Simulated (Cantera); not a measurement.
# Adiabatic ignition

An adiabatic, constant-pressure homogeneous reactor starts with 18.8 % CH4, 17.1 % O2, 64.2 % N2, equivalence ratio 2.2, at 1600 K and 3.26 atm.

Detailed kinetics in Cantera: GRI-Mech 3.0 (53 species, 325 reactions).

```csv
t (s),T (K),x CH4,x O2,x CH2CO,x C2H4,x H
1.00e-6,1600,0.188,0.171,<1e-12,3.22e-11,6.22e-8
4.59e-6,1600,0.188,0.171,<1e-12,7.01e-9,7.58e-8
2.10e-5,1600,0.187,0.170,5.79e-10,1.52e-6,1.93e-7
9.65e-5,1607,0.184,0.169,1.25e-6,0.000147,1.20e-6
0.000443,2516,7.85e-5,3.35e-6,7.44e-7,1.01e-7,0.00580
0.00203,2512,3.22e-10,4.10e-6,<1e-12,<1e-12,0.00647
0.00932,2513,3.04e-10,4.15e-6,<1e-12,<1e-12,0.00649
0.0428,2513,3.03e-10,4.15e-6,<1e-12,<1e-12,0.00649
0.196,2513,3.03e-10,4.15e-6,<1e-12,<1e-12,0.00649
0.900,2513,3.03e-10,4.15e-6,<1e-12,<1e-12,0.00649
```
x: mole fraction; the columns are a selection and need not sum to one.

time of steepest temperature rise: 0.256 ms
temperature at 0.900 s: 2513 K
equilibrium temperature: 2513 K
x(CH4) at 0.900 s: 3.03e-10 (gas-phase equilibrium 3.41e-10)
x(O2) at 0.900 s: 4.15e-6 (gas-phase equilibrium 4.15e-6)
x(CH2CO) at 0.900 s: <1e-12 (gas-phase equilibrium <1e-12)
